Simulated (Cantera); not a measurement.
A perfectly stirred reactor is fed with NH3 : N2 = 1 : 0.36 (molar parts), at 0.572 atm; it is held at 1575 K, and followed from long to short residence time.

Detailed kinetics in Cantera: the gas-phase N/H chemistry of the illustrative SiF4/NH3 mechanism in the Surface Chemkin manual (1991). Walls and surfaces, which speed up NH3 decomposition in real reactors, are not modelled.

**Question.** What does this change do: temperature 1575 to 1325 K?

**Answer.** 
```csv
quantity,before,after
x(NH3) at τ = 2.70 s,0.606,0.733
x(N2H4) at τ = 2.70 s,9.97e-8,8.52e-8
x(NH2) at τ = 2.70 s,6.64e-5,8.35e-6
x(H2) at τ = 2.70 s,0.112,0.00175
x(H) at τ = 2.70 s,5.25e-6,1.10e-8
x(NH3) at τ = 41.0 ms,0.733,0.735
x(N2H4) at τ = 41.0 ms,1.36e-7,2.32e-8
x(NH2) at τ = 41.0 ms,7.77e-5,4.35e-6
x(H2) at τ = 41.0 ms,0.00212,9.03e-6
x(H) at τ = 41.0 ms,1.07e-7,1.42e-10
```
